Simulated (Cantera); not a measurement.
A Cantera script and its output.

```python
import numpy as np
import cantera as ct

gas = ct.Solution("gri30.yaml")
gas.TPX = 700, 101325, {'CO': 1, 'H2': 0.057, 'O2': 0.378, 'N2': 1.25}
flame = ct.FreeFlame(gas, width=0.04)
flame.set_refine_criteria(ratio=3, slope=0.08, curve=0.16)
flame.transport_model = "mixture-averaged"
flame.solve(loglevel=0, auto=True)
z, T = flame.grid, flame.T
thick = (T[-1] - T[0]) / np.gradient(T, z).max()
show = ['CO', 'H2', 'O2', 'O', 'H', 'HO2']
print(f"laminar burning velocity  {flame.velocity[0] * 100:.3f} cm/s")
print(f"burnt temperature         {T[-1]:.1f} K")
print(f"thermal thickness         {thick * 1e3:.4f} mm")
print(f"grid points               {len(z)}")
z0 = z[flame.heat_release_rate.argmax()]
print(f"{'z/mm':>9s}{'T/K':>9s}{'u/(m/s)':>9s}" + "".join(f"{s:>11s}" for s in show))
rows = []
for k in (-3, -2, -1.5, -1, -0.5, -0.25, 0, 0.25, 0.5, 1, 2, 4, 8):
    zz = z0 + k * thick
    rows.append([k * thick, np.interp(zz, z, T), np.interp(zz, z, flame.velocity),
                 *(np.interp(zz, z, flame.X[gas.species_index(s)]) for s in show)])
    print(f"{rows[-1][0] * 1e3:9.3f}{rows[-1][1]:9.1f}{rows[-1][2]:9.3f}" + "".join(f"{x:11.3e}" for x in rows[-1][3:]))
```

Result:

```
laminar burning velocity  261.641 cm/s
burnt temperature         2609.2 K
thermal thickness         0.9191 mm
grid points               148
     z/mm      T/K  u/(m/s)         CO         H2         O2          O          H        HO2
   -2.757    700.0    2.616  3.724e-01  2.123e-02  1.408e-01  1.714e-13  2.194e-14  1.108e-10
   -1.838    700.0    2.616  3.724e-01  2.123e-02  1.408e-01  4.625e-13  7.070e-14  3.296e-10
   -1.379    700.0    2.616  3.724e-01  2.122e-02  1.408e-01  7.312e-12  8.946e-13  2.360e-09
   -0.919    700.0    2.616  3.725e-01  2.117e-02  1.408e-01  7.967e-10  1.572e-10  9.263e-08
   -0.460    702.3    2.623  3.727e-01  2.046e-02  1.408e-01  1.263e-06  4.053e-06  5.036e-05
   -0.230    809.2    3.009  3.677e-01  1.719e-02  1.372e-01  2.070e-04  6.552e-04  1.526e-04
    0.000   1239.6    4.530  3.247e-01  6.481e-03  1.062e-01  8.773e-03  8.554e-03  4.350e-05
    0.230   1586.1    5.649  2.590e-01  2.097e-03  6.231e-02  2.441e-02  1.623e-02  1.445e-05
    0.460   1770.7    6.194  2.269e-01  2.180e-03  4.511e-02  2.632e-02  1.747e-02  8.055e-06
    0.919   1955.3    6.740  2.118e-01  2.462e-03  3.822e-02  2.137e-02  1.371e-02  5.133e-06
    1.838   2138.6    7.275  2.015e-01  2.472e-03  3.376e-02  1.498e-02  8.844e-03  3.175e-06
    3.676   2312.0    7.762  1.884e-01  2.278e-03  2.789e-02  9.746e-03  5.408e-03  1.842e-06
    7.353   2463.2    8.172  1.744e-01  2.032e-03  2.129e-02  5.977e-03  3.284e-03  1.239e-06
```

Computed with Cantera and GRI-Mech 3.0 (53 species, 325 reactions). Burning velocities carry a grid error of a few per cent, more on coarse grids.
